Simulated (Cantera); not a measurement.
Feed: 1 mol FeS2, 7.7 mol O2, 2 mol CO2, 4.3 mol H2S, equilibrated at 1100 K and 750 Torr.

These are equilibrium values from Cantera (NASA tables, ideal gas, pure condensed phases), not measurements of a reactor. Mutual solubility and eutectic melting of coexisting phases are not modelled. FeS: taken at fixed stoichiometry. Gases not in the tables: S3 to S7. The numbers say what is thermodynamically allowed, not how fast it happens.

```csv
species,before,after
O2,<1e-9,0.524
CO2,0.169,0.231
SO2,0.444,0.164
H2O,0.355,0.00704
S2,0.0198,<1e-9
SO3,1.03e-7,0.0739
H2S,0.00892,<1e-9
S2O,0.00196,<1e-9
H2,0.00125,<1e-9
CO,0.000604,<1e-9
COS,0.000136,<1e-9
SO,6.22e-5,<1e-9
"FeS(s), mol",0.447,0
"Fe3O4(s), mol",0.184,0
"Fe2O3(s), mol",0,0.500
```
Gas species are given as mole fractions.

Question: What was changed between the two runs?
A. pressure from 750 Torr to 15.8 Torr
B. H2S from 4.3 to 1.5 mol
C. pressure from 750 Torr to 4280 Torr
D. H2S from 4.3 to 0.061 mol

Answer: D, H2S from 4.3 to 0.061 mol
